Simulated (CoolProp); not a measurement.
Values from CoolProp's reference Helmholtz-energy equation of state, Smukala 2000.

Problem. For ethylene, give the phase and the speed of sound (m/s), fugacity coefficient at 263.6 K and 5.21 MPa.

Solution. 
- 263.6 K and 5.21 MPa: liquid; speed of sound 574, fugacity coefficient 0.490
